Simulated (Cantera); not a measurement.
Feed: 1 mol PbO, 15 mol H2, 96 mol N2, equilibrated at 1200 °C and 101000 Pa.

Cantera equilibrium calculation (NASA polynomials, part measured and part estimated; ideal gas, pure solids and liquids). Candidate condensed phases: H2O, Pb, PbO, PbO2, Pb3O4; 27 gas species. Rates play no part.

Base state: N2 0.857, H2 0.125, H2O 0.00893, Pb 0.00893 (mole fractions); condensed: gas only.

Task: What changes in the equilibrium state with this change: temperature from 1200 °C to 327 °C?

Result: 
```csv
species,before,after
N2,0.857,0.865
H2,0.125,0.124
H2O,0.00893,0.00902
Pb,0.00893,<1e-9
NH3,2.79e-6,0.00171
"Pb(s), mol",0,1.00
```
